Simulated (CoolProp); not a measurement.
Computed with CoolProp (reference Helmholtz-energy equation of state, Lemmon 2006). It is a short technical equation, of lower accuracy than the large ones.

### Question
For CH3F (R41), give the phase and the cp (kJ/(kg K)), speed of sound (m/s) at 333.7 K and 0.187 MPa; 333.7 K and 22.6 MPa.

### Answer
- 333.7 K and 0.187 MPa: gas; cp 1.18, speed of sound 319
- 333.7 K and 22.6 MPa: supercritical; cp 2.45, speed of sound 583
